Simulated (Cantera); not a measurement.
Feed: 1 mol SiO2, 74 mol H2, 0.97 mol N2, held at 1102 °C.

Equilibrium computed with Cantera from the NASA thermochemical tables; the gas is ideal and each condensed phase is pure. Candidate condensed phases: H2O, Si, SiO2, Si2N2O, Si3N4; 35 gas species. N2 is the only nitrogen source here; it is nearly inert below about 1500 K, so the nitride shown seldom forms there in practice. Mutual solubility and eutectic melting of coexisting phases are not modelled. The tables hold silica as quartz up to 1696 K and as liquid above; real silica turns to tridymite and cristobalite and melts near 1996 K. The numbers say what is thermodynamically allowed, not how fast it happens.

log p: log10 of the partial pressure in bar; n: condensed amount in mol.

```csv
P (Pa),log p H2,log p N2,log p SiO,log p H2O,n SiO2(β-quartz),n Si2N2O(s)
10,-4.01,-5.89,-7.24,-7.24,0.957,0
52,?,?,?,?,0.981,0
270,-2.57,-4.46,-6.53,-6.53,0.992,0
1400,-1.86,-3.74,-6.17,-6.17,0.996,0
7200,-1.15,-3.03,-6.23,-5.40,0.997,0.00118
37000,-0.44,-2.32,-6.47,-4.45,0.995,0.00237
190000,?,?,?,?,0.992,?
1000000,0.99,-0.89,-6.95,-2.54,0.986,0.00716
```

Problem. What belongs in the gaps?

Solution. 
- 190000, log p H2: 0.27
- 190000, log p N2: -1.61
- 190000, log p SiO: -6.71
- 190000, log p H2O: -3.50
- 190000, n Si2N2O(s): 0.00412
- 52, log p H2: -3.29
- 52, log p N2: -5.17
- 52, log p SiO: -6.89
- 52, log p H2O: -6.89
